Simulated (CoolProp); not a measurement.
Aqueous ethanol as a coolant, 17 % by mass, freezing at -8.8 °C, 1 atm.

Computed with CoolProp (Melinder's fits for secondary coolants).

```
T (°C)  density (kg/m³)  conductivity (W/(m K))  Prandtl number  viscosity (mPa s)
------  ---------------  ----------------------  --------------  -----------------
-5.2                  …                   0.459               …                  …
-0.8              978.6                   0.463            46.4               4.88
3.6               977.8                       …            36.6               3.89
7.9               976.7                   0.472            29.5               3.18
12.3              975.5                   0.476            24.2               2.64
16.6              974.1                   0.481            20.2               2.23
21                972.4                   0.485            17.1               1.91
25.4              970.7                   0.490            14.6               1.65
29.7                  …                   0.494            12.7                  …
34.1              966.7                   0.498            11.0               1.28
38.4              964.5                   0.503            9.73               1.13
```

Q: Complete the blanks.

A: 
- -5.2, density (kg/m³): 979.2
- -5.2, Prandtl number: 60.2
- -5.2, viscosity (mPa s): 6.26
- 3.6, conductivity (W/(m K)): 0.468
- 29.7, density (kg/m³): 968.8
- 29.7, viscosity (mPa s): 1.45
